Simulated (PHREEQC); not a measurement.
A made-up water analysis in mmol/kgw, 15 °C, pH 1.86, pe 9.2:

```
constituent                mmol/kgw
-------------------------  --------
Na                             12.6
K                              2.49
Ca                             8.52
Mg                             3.22
Cl                             3.81
S(6)                           31.5
O(0) (counted as O atoms)     0.157
```

Valence states are taken as typed.

Computed with PHREEQC (ion-association model, phreeqc.dat).

Precipitation was switched off in this run.

Problem. Order these S species by the share of S that they hold, largest first: HSO4-, MgSO4, NaSO4-, CaSO4, SO4-2.

Solution. SO4-2 (54 %), HSO4- (31 %), CaSO4 (8.8 %), MgSO4 (3.7 %), NaSO4- (1.3 %)

The pH is 1.86 and the ionic strength 0.0719 mol/kgw.
